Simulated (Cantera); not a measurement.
A perfectly stirred reactor is fed with NH3 : H2 = 1 : 11 (molar parts), at 1.01 bar; it is held at 2250 K, and followed from long to short residence time.

Cantera simulation using the gas-phase N/H chemistry of the illustrative SiF4/NH3 mechanism in the Surface Chemkin manual (1991); the numbers are that mechanism's predictions, not measurements. Walls and surfaces, which speed up NH3 decomposition in real reactors, are not modelled.

x: mole fraction; the columns are a selection and need not sum to one.

```csv
τ (s),x NH3,x H2,x N2H2,x NH2,x H,x N2H4,x NH
11,0.000273,0.954,2.27e-10,6.49e-6,0.00724,3.27e-12,1.15e-6
3.2,0.000509,0.954,7.77e-10,1.20e-5,0.00722,1.13e-11,2.13e-6
0.97,0.000940,0.954,2.57e-9,2.20e-5,0.00714,3.76e-11,3.84e-6
0.29,0.00182,0.954,8.70e-9,4.11e-5,0.00688,1.31e-10,6.90e-6
0.089,0.00387,0.953,2.94e-8,7.86e-5,0.00619,4.80e-10,1.19e-5
0.027,?,0.951,?,?,?,?,?
0.0081,0.0276,0.943,2.99e-7,0.000313,0.00342,7.63e-9,2.61e-5
0.0024,?,0.930,?,?,?,?,3.14e-5
0.00074,0.0720,0.920,7.22e-7,0.000560,0.00229,2.44e-8,3.17e-5
```

Q: Fill in the missing entries.

A: 
- 0.027, x NH3: 0.0102
- 0.027, x N2H2: 1.02e-7
- 0.027, x NH2: 0.000161
- 0.027, x H: 0.00479
- 0.027, x N2H4: 2.02e-9
- 0.027, x NH: 1.88e-5
- 0.0024, x NH3: 0.0532
- 0.0024, x N2H2: 5.86e-7
- 0.0024, x NH2: 0.000479
- 0.0024, x H: 0.00267
- 0.0024, x N2H4: 1.78e-8
